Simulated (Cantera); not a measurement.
A perfectly stirred reactor is fed with C₃H₈ : H₂ = 1 : 3.2 (molar parts), at 8000 Pa; it is held at 1575 K, and followed from long to short residence time.

Computed with Cantera and GRI-Mech 3.0 (53 species, 325 reactions). GRI-Mech 3.0 was tuned for natural gas; its chemistry of propane as a main component is partial and can be far from experiment. GRI-Mech 3.0 stops at C3 and has no aromatics, soot or wall deposition, so with more carbon than oxygen in the feed, carbon stays in small species such as C2H2 where larger ones or solid carbon would form.

```tsv
quantity	before	after
x(C₃H₈) at τ = 5.70 s	6.27e-6	2.04e-6
x(H₂) at τ = 5.70 s	0.764	0.717
x(H) at τ = 5.70 s	0.000169	3.61e-5
x(C₂H₄) at τ = 5.70 s	0.00190	0.0167
x(CH₃) at τ = 5.70 s	0.000170	0.000102
x(C₃H₈) at τ = 72.0 ms	0.000320	0.000121
x(H₂) at τ = 72.0 ms	0.716	0.703
x(H) at τ = 72.0 ms	0.000390	6.46e-5
x(C₂H₄) at τ = 72.0 ms	0.00913	0.0200
x(CH₃) at τ = 72.0 ms	0.00115	0.000222
```

What was changed between the two runs?
A) temperature 1575 to 2000 K
B) C3H8 1 to 2.5 parts
C) pressure from 8000 Pa to 1200 Pa
D) pressure from 8000 Pa to 101000 Pa

D, pressure from 8000 Pa to 101000 Pa
